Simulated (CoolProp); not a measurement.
R143a at several states: Z from the reference equation and from simpler models built on Tc = 345.9 K, pc = 3.762 MPa, ω = 0.261; each cubic takes its own stable root.

Computed with CoolProp (reference Helmholtz-energy equation of state, Lemmon and Jacobsen 2000).

```csv
T (K),p (MPa),phase,reference
193.1,17.5,liquid,0.7148
242.6,1.24,liquid,0.04601
310.9,7.88,liquid,0.2728
```

Question: How far does each simpler model (van der Waals, Redlich-Kwong, Soave-Redlich-Kwong) lie from the reference over these 3 states: mean and median of the absolute difference, and the worst?

Answer: 
- van der Waals: mean 71.3 %, median 73.1 %, worst +78.1 % at 242.6 K and 1.24 MPa
- Redlich-Kwong: mean 22.0 %, median 22.9 %, worst +23.0 % at 310.9 K and 7.88 MPa
- Soave-Redlich-Kwong: mean 18.6 %, median 18.1 %, worst +19.7 % at 310.9 K and 7.88 MPa
